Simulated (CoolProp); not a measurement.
Vapour-liquid equilibrium of toluene (1) + n-octane (2) at 4.09 kPa; x and y are mole fractions of (1).

Computed with CoolProp (multi-fluid Helmholtz-energy mixture model, Lemmon 2006 and Beckmüller 2019; pair parameters Bell 2016).

Q: Give the bubble temperature and the first vapour's composition at x = 0.15, 0.45, 0.75. Is there an azeotrope?

A: x = 0.15: 35.3 °C, y = 0.315; x = 0.45: 30.3 °C, y = 0.634; x = 0.75: 27.7 °C, y = 0.827. No azeotrope shows between x = 0.05 and 0.95.

Pair parameters are fitted to limited data, so mixtures are less certain than the pure fluids.
